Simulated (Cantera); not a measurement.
Cantera run, input and output.

```python
import numpy as np
import cantera as ct

gas = ct.Solution("h2o2.yaml")
gas.TPX = 1100, 170, {'H2': 0.026, 'O2': 1}
reactor = ct.IdealGasConstPressureReactor(gas, energy="off", clone=False)
net = ct.ReactorNet([reactor])
net.rtol, net.atol = 1e-08, 1e-18
show = ['H2', 'O2', 'H', 'OH', 'HO2', 'O']
times = np.geomspace(0.0003, 2, 14)

steps = ct.SolutionArray(gas, extra=["t"])
rows = []
print(f"{'t/s':>10s}{'T/K':>9s}{'P/Pa':>11s}" + "".join(f"{s:>11s}" for s in show))
for t in times:
    while net.time < t:
        t_next = net.step()
        steps.append(gas.state, t=t_next)
    rows.append([np.interp(t, steps.t, y) for y in (steps.T, steps.P, *steps(*show).X.T)])
    print(f"{t:10.3e}{rows[-1][0]:9.1f}{rows[-1][1]:11.4g}" + "".join(f"{x:11.3e}" for x in rows[-1][2:]))
rate = np.gradient(steps.T, steps.t)
print("integrator steps:", len(steps.t))
if steps.T.max() > steps.T[0] + 200:
    print(f"time of steepest temperature rise: {steps.t[rate.argmax()]:.4e} s")
gas.TPX = 1100, 170, {'H2': 0.026, 'O2': 1}
gas.equilibrate("TP")
print(f"equilibrium (TP): T = {gas.T:.1f} K  " + "  ".join(f"{s} {gas[s].X[0]:.3e}" for s in show))
```

It prints:

```
       t/s      T/K       P/Pa         H2         O2          H         OH        HO2          O
 3.000e-04   1100.0        170  2.534e-02  9.747e-01  8.709e-11  2.372e-11  1.100e-10  2.492e-11
 5.906e-04   1100.0        170  2.534e-02  9.747e-01  1.460e-10  7.637e-11  2.165e-10  8.407e-11
 1.163e-03   1100.0        170  2.534e-02  9.747e-01  2.410e-10  2.237e-10  4.262e-10  2.679e-10
 2.289e-03   1100.0        170  2.534e-02  9.747e-01  4.511e-10  6.305e-10  8.393e-10  8.566e-10
 4.505e-03   1100.0        170  2.534e-02  9.747e-01  1.201e-09  2.103e-09  1.653e-09  3.250e-09
 8.869e-03   1100.0        170  2.534e-02  9.747e-01  6.679e-09  1.283e-08  3.268e-09  2.128e-08
 1.746e-02   1100.0        170  2.534e-02  9.747e-01  1.731e-07  3.385e-07  6.936e-09  5.700e-07
 3.437e-02   1100.0        170  2.478e-02  9.742e-01  1.004e-04  1.875e-04  2.137e-07  3.212e-04
 6.765e-02   1100.0        170  7.753e-04  9.546e-01  4.165e-03  1.940e-03  4.540e-07  1.703e-02
 1.332e-01   1100.0        170  2.462e-04  9.537e-01  3.098e-03  1.330e-03  3.800e-07  1.877e-02
 2.622e-01   1100.0        170  2.335e-04  9.546e-01  2.880e-03  1.297e-03  3.746e-07  1.791e-02
 5.161e-01   1100.0        170  2.148e-04  9.564e-01  2.517e-03  1.245e-03  3.657e-07  1.634e-02
 1.016e+00   1100.0        170  1.831e-04  9.593e-01  1.951e-03  1.151e-03  3.482e-07  1.374e-02
 2.000e+00   1100.0        170  1.363e-04  9.633e-01  1.228e-03  9.949e-04  3.158e-07  1.005e-02
integrator steps: 771
equilibrium (TP): T = 1100.0 K  H2 8.365e-10  O2 9.743e-01  H 1.826e-11  OH 2.498e-06  HO2 1.297e-09  O 6.014e-08
```

Model: the H2/O2 subset of GRI-Mech 3.0, which has no nitrogen chemistry, integrated in Cantera. Radical loss at walls, strong at low pressure, is not modelled.
